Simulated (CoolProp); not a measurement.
Vapour-liquid equilibrium of n-butane (1) + R113 (2) at 967 kPa; x and y are mole fractions of (1).

Computed with CoolProp (multi-fluid Helmholtz-energy mixture model, Bücker 2006 and Marx 1992; pair parameters Bell 2016).

**Question.** Give the bubble temperature and the first vapour's composition at x = 0.45, 0.55, 0.65. Is there an azeotrope?

**Answer.** x = 0.45: 101.4 °C, y = 0.689; x = 0.55: 96.0 °C, y = 0.766; x = 0.65: 91.3 °C, y = 0.830. No azeotrope shows between x = 0.05 and 0.95.

The pair parameters rest on a limited set of measurements; away from them the model extrapolates.
